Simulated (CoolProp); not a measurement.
Vapour-liquid equilibrium of propylene (1) + R142b (2) at 0.0962 MPa; x and y are mole fractions of (1).

Values from CoolProp's multi-fluid Helmholtz-energy mixture model, Lemmon 2013 and Lemmon 2006; pair parameters Bell 2016.

```json
[
 {"x": "0.05", "bubble temperature, mixture model (K)": "258.1", "bubble temperature, Raoult's law (K)": "258.8", "y, mixture model": "0.212", "y, Raoult's law": "0.193"},
 {"x": "0.125", "bubble temperature, mixture model (K)": "252.0", "bubble temperature, Raoult's law (K)": "253.7", "y, mixture model": "0.439", "y, Raoult's law": "0.405"},
 {"x": "0.2", "bubble temperature, mixture model (K)": "247.0", "bubble temperature, Raoult's law (K)": "249.3", "y, mixture model": "?", "y, Raoult's law": "0.554"},
 {"x": "0.275", "bubble temperature, mixture model (K)": "242.9", "bubble temperature, Raoult's law (K)": "245.5", "y, mixture model": "0.691", "y, Raoult's law": "0.662"},
 {"x": "0.35", "bubble temperature, mixture model (K)": "?", "bubble temperature, Raoult's law (K)": "242.2", "y, mixture model": "0.763", "y, Raoult's law": "0.743"},
 {"x": "0.425", "bubble temperature, mixture model (K)": "236.8", "bubble temperature, Raoult's law (K)": "239.3", "y, mixture model": "0.814", "y, Raoult's law": "0.803"},
 {"x": "0.5", "bubble temperature, mixture model (K)": "234.5", "bubble temperature, Raoult's law (K)": "236.7", "y, mixture model": "0.853", "y, Raoult's law": "0.851"},
 {"x": "0.575", "bubble temperature, mixture model (K)": "232.5", "bubble temperature, Raoult's law (K)": "234.3", "y, mixture model": "0.884", "y, Raoult's law": "0.888"},
 {"x": "0.65", "bubble temperature, mixture model (K)": "?", "bubble temperature, Raoult's law (K)": "232.2", "y, mixture model": "0.909", "y, Raoult's law": "0.918"},
 {"x": "0.725", "bubble temperature, mixture model (K)": "229.2", "bubble temperature, Raoult's law (K)": "230.3", "y, mixture model": "0.931", "y, Raoult's law": "0.942"},
 {"x": "0.8", "bubble temperature, mixture model (K)": "?", "bubble temperature, Raoult's law (K)": "228.5", "y, mixture model": "0.951", "y, Raoult's law": "0.962"},
 {"x": "0.875", "bubble temperature, mixture model (K)": "226.5", "bubble temperature, Raoult's law (K)": "226.9", "y, mixture model": "?", "y, Raoult's law": "0.978"},
 {"x": "0.95", "bubble temperature, mixture model (K)": "225.2", "bubble temperature, Raoult's law (K)": "225.3", "y, mixture model": "0.987", "y, Raoult's law": "0.992"}
]
```

Problem. Complete the blanks.

Solution. 
- 0.2, y, mixture model: 0.589
- 0.35, bubble temperature, mixture model (K): 239.6
- 0.65, bubble temperature, mixture model (K): 230.8
- 0.8, bubble temperature, mixture model (K): 227.8
- 0.875, y, mixture model: 0.969

The largest gap from Raoult's law is -2.6 K in bubble temperature, at x = 0.35. No azeotrope shows between x = 0.05 and 0.95.

The pair parameters rest on a limited set of measurements; away from them the model extrapolates.
